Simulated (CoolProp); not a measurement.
Properties of decamethyltetrasiloxane (MD2M) at several states.

Computed with CoolProp (reference Helmholtz-energy equation of state, Thol 2017).

| T (K) | p (MPa) | phase | density (kg/m³) | cp (kJ/(kg K)) | cv (kJ/(kg K)) | speed of sound (m/s) | expansivity (1/kK) |
|---|---|---|---|---|---|---|---|
| 423.4 | 2.16 | liquid | 727.0 | 2.008 | 1.743 | 586.0 | 1.448 |
| 489 | 0.0517 | gas | 4.076 | 1.846 | 1.815 | 111.8 | 2.276 |
| 447.2 | 0.506 | liquid | 694.1 | 2.066 | 1.793 | 496.9 | 1.689 |
